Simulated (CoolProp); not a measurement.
Properties of hexamethyldisiloxane (MM) along the isotherm 276.85 °C.

The numbers come from the reference Helmholtz-energy equation of state, Thol 2016 in CoolProp.

```tsv
p (bar)	phase	density (kg/m³)	cp (kJ/(kg K))	expansivity (1/kK)	fugacity coefficient
17.6	gas	91.37	2.419	6.612	0.7496
35.1	supercritical	359.5	3.172	12.84	0.5303
52.7	supercritical	438.1	2.659	4.841	0.4120
70.2	supercritical	471.5	2.553	3.373	0.3545
87.8	supercritical	493.7	2.504	2.714	0.3225
105	supercritical	510.3	2.475	2.336	0.3046
123	supercritical	524.4	2.454	2.071	0.2942
140	supercritical	535.8	2.440	1.889	0.2896
158	supercritical	546.2	2.429	1.740	0.2888
176	supercritical	555.5	2.420	1.622	0.2912
193	supercritical	563.4	2.413	1.531	0.2958
```

The peak of cp marks the crossing from liquid-like to gas-like fluid above the critical point.
